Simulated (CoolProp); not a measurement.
The fluid at 298.15 K and 8.05 MPa (liquid) is heated at constant pressure to 488.4 K. The same conditions are run with several fluids, on thermodynamics alone (safety and materials aside).

The numbers come from the reference Helmholtz-energy equation of state of each fluid (nitrous oxide: Lemmon 2006; isobutane: Bücker 2006; R407C: Lemmon 2003; n-nonane: Lemmon 2006) in CoolProp. Blends and air are pseudo-pure fits.

```json
[
 {"fluid": "nitrous oxide", "heat (kJ/kg)": "402", "final phase": "supercritical", "final density (kg/m³)": "93.9"},
 {"fluid": "isobutane", "heat (kJ/kg)": "601", "final phase": "supercritical", "final density (kg/m³)": "202"},
 {"fluid": "R407C", "heat (kJ/kg)": "347", "final phase": "supercritical", "final density (kg/m³)": "210"},
 {"fluid": "n-nonane", "heat (kJ/kg)": "490", "final phase": "liquid", "final density (kg/m³)": "569"}
]
```
